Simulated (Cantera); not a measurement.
A Cantera script and what it prints.

```python
import numpy as np
import cantera as ct

gas_names = """
    AL ALH ALN ALO ALOH ALO2 ALO2H AL2 AL2O AL2O2 H HALO HNO HNO2 HNO3 HO2 H2 H2O H2O2 N NH NH2 NH3
    NH2OH NO NO2 NO3 N2 N2H2 N2H4 N2O O OH O2 O3
""".split()
cond_names = """
    AL(cr) AL(L) ALN(s) AL2O3(a) AL2O3(L) H2O(s) H2O(L)
""".split()


# ... load() reads the species with a 1 bar reference pressure and builds the phases ...
atoms = {
    'AlN': {'AL': 1, 'N': 1},
    'H2O': {'H': 2, 'O': 1},
    'N2': {'N': 2},
}
top_T = {'ALN(s)': 2750}  # K; cautious upper limits of use, not melting points


# ... equilibrate(T, P, feed) seeds the gas with the atoms and calls Mixture.equilibrate('TP', solver="vcs", rtol=1e-11, max_steps=5000) ...
results = []
feed = {'AlN': 1, 'H2O': 3, 'N2': 2.6}  # mol
T = 1973  # K
P = 29  # Pa
mix = equilibrate(T, P, feed)
results.append((T, P, feed, dict(zip(mix.species_names, mix.species_moles))))
print(gas.report(threshold=0.0001))
for i in range(1, mix.n_phases):
    print(f"{mix.phase(i).name:16s} {mix.phase_moles(i):12.5e} mol")
```

It prints:

```
       temperature   1973 K
          pressure   29 Pa
           density   3.3151e-05 kg/m^3
  mean mol. weight   18.752 kg/kmol
   phase of matter   gas

                          1 kg             1 kmol
                     ---------------   ---------------
          enthalpy        4.7933e+05        8.9885e+06  J
   internal energy       -3.9547e+05       -7.4159e+06  J
           entropy             16747        3.1404e+05  J/K
    Gibbs function       -3.2562e+07        -6.106e+08  J
 heat capacity c_p            2059.6             38621  J/K
 heat capacity c_v            1616.2             30307  J/K

                      mass frac. Y      mole frac. X     chem. pot. / RT
                     ---------------   ---------------   ---------------
                 H         0.0020193          0.037565           -14.538
                H2          0.024165           0.22478           -29.076
               H2O           0.22656           0.23584           -51.743
                NO         0.0002848        0.00017799           -40.537
                N2            0.7428           0.49722           -35.739
                 O        0.00039273        0.00046031           -22.667
                OH         0.0033933         0.0037415           -37.205
                O2         0.0003565        0.00020892           -45.335
     [  +27 minor]        2.0953e-05        6.9841e-06

AL(L)             0.00000e+00 mol
ALN(s)            0.00000e+00 mol
AL2O3(a)          4.99978e-01 mol
```

Equilibrium computed with Cantera from the NASA thermochemical tables; the gas is ideal and each condensed phase is pure.
